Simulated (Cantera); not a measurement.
A closed system holds: 1 mol Fe(CO)5, 0.4 mol CO, 88 mol N2, at 852 °C and 6.70 bar.

Method: chemical equilibrium by Gibbs-energy minimisation in Cantera with the NASA 1993 tables (ideal gas, pure condensed phases). Candidate condensed phases: C, Fe, Fe(CO)5, FeO, Fe2O3, Fe3O4; 27 gas species. Condensed phases not in the tables: cementite and carbon dissolved in iron. Rates play no part.

Base state: N2 0.943, CO 0.0555, CO2 0.00121 (mole fractions); condensed: C(graphite) + Fe(α).

**Question.** What changes in the equilibrium state with this change: N2 from 88 to 0.36 mol?

**Answer.** 
```json
[
 {"species": "CO", "before": "0.0555", "after": "0.711"},
 {"species": "CO2", "before": "0.00121", "after": "0.198"},
 {"species": "N2", "before": "0.943", "after": "0.0906"},
 {"species": "C(graphite), mol", "before": "0.112", "after": "1.79"},
 {"species": "Fe(α), mol", "before": "1.00", "after": "0"},
 {"species": "FeO(s), mol", "before": "0", "after": "1.00"}
]
```
The tables' stoichiometric FeO is somewhat more stable than real wüstite, so its field is too wide. FeO: taken at fixed stoichiometry.

**Question.** What changes in the equilibrium state with this change: temperature from 852 °C to 1275 °C?

**Answer.** 
```
species            before     after
----------------  -------  --------
N2                  0.943     0.942
CO                 0.0555    0.0578
CO2               0.00121   9.85e-6
C(graphite), mol    0.112  0.000918
Fe(α), mol           1.00         0
Fe(γ), mol              0     1.000
```
Iron dissolves carbon and melts from about 1420 K in contact with it, which pure phases cannot show.

**Question.** What changes in the equilibrium state with this change: temperature from 852 °C to 952 °C?

**Answer.** 
| species | before | after |
|---|---|---|
| N2 | 0.943 | 0.942 |
| CO | 0.0555 | 0.0572 |
| CO2 | 0.00121 | 0.000294 |
| C(graphite), mol | 0.112 | 0.0275 |
| Fe(α), mol | 1.00 | 0 |
| Fe(γ), mol | 0 | 1.00 |
